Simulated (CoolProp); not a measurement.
Carbon dioxide along the isotherm 221.6 K: Z from the reference equation and from simpler models built on Tc = 304.1 K, pc = 7377 kPa, ω = 0.224; each cubic takes its own stable root.

Values from CoolProp's reference Helmholtz-energy equation of state, Span 1996.

```json
[
 {"p (kPa)": "461", "phase": "gas", "reference": "0.9351"},
 {"p (kPa)": "922", "phase": "liquid", "reference": "0.01897"},
 {"p (kPa)": "1380", "phase": "liquid", "reference": "0.02837"},
 {"p (kPa)": "1840", "phase": "liquid", "reference": "0.03779"},
 {"p (kPa)": "2310", "phase": "liquid", "reference": "0.04740"},
 {"p (kPa)": "2770", "phase": "liquid", "reference": "0.05679"},
 {"p (kPa)": "3230", "phase": "liquid", "reference": "0.06616"},
 {"p (kPa)": "3690", "phase": "liquid", "reference": "0.07552"}
]
```

Q: How far does each simpler model (van der Waals, Redlich-Kwong, Peng-Robinson) lie from the reference over these 8 states: mean and median of the absolute difference, and the worst?

A: 
- van der Waals: mean 999.4 %, median 62.2 %, worst +4726.0 % at 221.6 K and 922 kPa
- Redlich-Kwong: mean 11.1 %, median 12.4 %, worst +12.8 % at 221.6 K and 922 kPa
- Peng-Robinson: mean 3.7 %, median 4.2 %, worst -4.3 % at 221.6 K and 3690 kPa

At some of these states van der Waals gives the other phase, because its saturation line lies elsewhere.
